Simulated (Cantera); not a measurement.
Feed: 1 mol PbO, 0.037 mol O2, 4.5 mol N2, equilibrated at 27.0 Pa.

Method: chemical equilibrium by Gibbs-energy minimisation in Cantera with the NASA 1993 tables (ideal gas, pure condensed phases). Candidate condensed phases: Pb, PbO, PbO2, Pb3O4; 12 gas species. Equilibrium is a limit: real reactors are often held back by kinetics, nucleation or transport.

Q: Which condensed phases are stable at each of these points (T (K)): 1073, 1173, 1273, 1373, 1473, 1573, 1673?

A: 
| T (K) | condensed phases | Pb condensed (%) |
|---|---|---|
| 1073 | PbO(yellow) | 94.8 |
| 1173 | PbO(l) | 10.7 |
| 1273 | gas only | 0.0 |
| 1373 | gas only | 0.0 |
| 1473 | gas only | 0.0 |
| 1573 | gas only | 0.0 |
| 1673 | gas only | 0.0 |

At 1073 K the condensed part is PbO(yellow). At 1173 K the condensed part is PbO(l). From 1273 K to 1673 K nothing is condensed.
